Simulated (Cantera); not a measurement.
A perfectly stirred reactor is fed with 2.34 % H2, 97.7 % O2, equivalence ratio 0.012, at 2670 Pa; it is held at 1398 K, and followed from long to short residence time.

Detailed kinetics in Cantera: GRI-Mech 3.0 (53 species, 325 reactions). Radical loss at walls, strong at low pressure, is not modelled.

Problem. Predict: x(H2) at τ = 17.0 s; x(O2) at τ = 17.0 s; x(O) at τ = 17.0 s; x(HO2) at τ = 17.0 s; x(H2O) at τ = 17.0 s; x(H2) at τ = 81.0 ms; x(O2) at τ = 81.0 ms; x(O) at τ = 81.0 ms; x(HO2) at τ = 81.0 ms; x(H2O) at τ = 81.0 ms.

Solution. 
```json
{
 "x(H2) at τ = 17.0 s": "7.11e-6",
 "x(O2) at τ = 17.0 s": "0.976",
 "x(O) at τ = 17.0 s": "0.000337",
 "x(HO2) at τ = 17.0 s": "1.69e-7",
 "x(H2O) at τ = 17.0 s": "0.0235",
 "x(H2) at τ = 81.0 ms": "0.000167",
 "x(O2) at τ = 81.0 ms": "0.967",
 "x(O) at τ = 81.0 ms": "0.00841",
 "x(HO2) at τ = 81.0 ms": "1.32e-6",
 "x(H2O) at τ = 81.0 ms": "0.0222"
}
```
